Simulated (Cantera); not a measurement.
Feed: 1 mol B₂O₃, 0.13 mol NH₃, 0.61 mol H₂, equilibrated at 1498.15 K and 19.0 Pa.

Equilibrium computed with Cantera from the NASA thermochemical tables; the gas is ideal and each condensed phase is pure. Candidate condensed phases: B, BN, B₂O₃, B₃O₃H₃, H₂O; 39 gas species. Rates play no part.

Base state: H₂ 0.745, B₂O₃ 0.110, N₂ 0.0631, HBO₂ 0.0432, HBO 0.0279, B₂O₂ 0.00780, H 0.00108, BO 0.00105 (mole fractions); condensed: B₂O₃(l).

What changes in the equilibrium state with this change: B₂O₃ replaced by borazine?


```tsv
species	before	after
H₂	0.745	0.982
N₂	0.0631	0.0168
H	0.00108	0.00124
B₂O₃	0.110	0
HBO₂	0.0432	0
HBO	0.0279	0
B₂O₂	0.00780	0
BO	0.00105	0
H₂O	0.000625	0
B₂O₃(l), mol	0.842	0
BN(s), mol	0	3.00
```
The feed counts by its element totals alone.

What changes in the equilibrium state with this change: temperature from 1498.15 K to 1898 K?


```tsv
species	before	after
B₂O₃	0.110	0.376
H₂	0.745	0.307
HBO₂	0.0432	0.127
BO	0.00105	0.0646
H	0.00108	0.0314
B₂O₂	0.00780	0.0161
N₂	0.0631	0.0331
HBO	0.0279	0.0393
OH	2.56e-8	3.18e-5
BO₂	2.19e-6	0.00129
H₂O	0.000625	0.00380
B₂O₃(l), mol	0.842	0
```
